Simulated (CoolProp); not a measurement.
Vapour-liquid equilibrium of benzene (1) + n-heptane (2) at 0.516 MPa; x and y are mole fractions of (1).

Model: multi-fluid Helmholtz-energy mixture model, Thol 2012 and Span 2003; pair parameters Bell 2016, in CoolProp.

### Question
Give the bubble temperature and the first vapour's composition at x = 0.2, 0.5, 0.65. Is there an azeotrope?

### Answer
x = 0.2: 158.2 °C, y = 0.291; x = 0.5: 150.3 °C, y = 0.602; x = 0.65: 147.6 °C, y = 0.722. No azeotrope shows between x = 0.05 and 0.95.

Pair parameters are fitted to limited data, so mixtures are less certain than the pure fluids.
